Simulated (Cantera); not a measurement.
A perfectly stirred reactor is fed with N2O : O2 = 1 : 0.18 (molar parts), at 0.0132 atm; it is held at 1550 K, and followed from long to short residence time.

Computed with Cantera and GRI-Mech 3.0 (53 species, 325 reactions). GRI-Mech 3.0 was tuned for natural gas; its chemistry of N2O as a main component is partial and can be far from experiment. Radical loss at walls, strong at low pressure, is not modelled. The temperature is held fixed by assumption; the heat of reaction is taken as removed at once.

Task: What does this change do: pressure from 0.0132 atm to 0.0263 atm?

Result: 
```csv
quantity,before,after
x(N2O) at τ = 4.30 s,0.0915,0.0495
x(O2) at τ = 4.30 s,0.305,0.316
x(NO2) at τ = 4.30 s,4.10e-5,5.64e-5
x(N2) at τ = 4.30 s,0.459,0.486
x(NO) at τ = 4.30 s,0.144,0.148
x(N2O) at τ = 27.0 ms,0.805,0.767
x(O2) at τ = 27.0 ms,0.161,0.169
x(NO2) at τ = 27.0 ms,8.74e-7,3.06e-6
x(N2) at τ = 27.0 ms,0.0254,0.0485
x(NO) at τ = 27.0 ms,0.00803,0.0153
```

Task: What does this change do: 0.0014 parts H2O added?

Result: 
| quantity | before | after |
|---|---|---|
| x(N2O) at τ = 4.30 s | 0.0915 | 0.0910 |
| x(O2) at τ = 4.30 s | 0.305 | 0.309 |
| x(NO2) at τ = 4.30 s | 4.10e-5 | 6.34e-5 |
| x(N2) at τ = 4.30 s | 0.459 | 0.462 |
| x(NO) at τ = 4.30 s | 0.144 | 0.137 |
| x(N2O) at τ = 27.0 ms | 0.805 | 0.804 |
| x(O2) at τ = 27.0 ms | 0.161 | 0.161 |
| x(NO2) at τ = 27.0 ms | 8.74e-7 | 6.32e-5 |
| x(N2) at τ = 27.0 ms | 0.0254 | 0.0257 |
| x(NO) at τ = 27.0 ms | 0.00803 | 0.00788 |
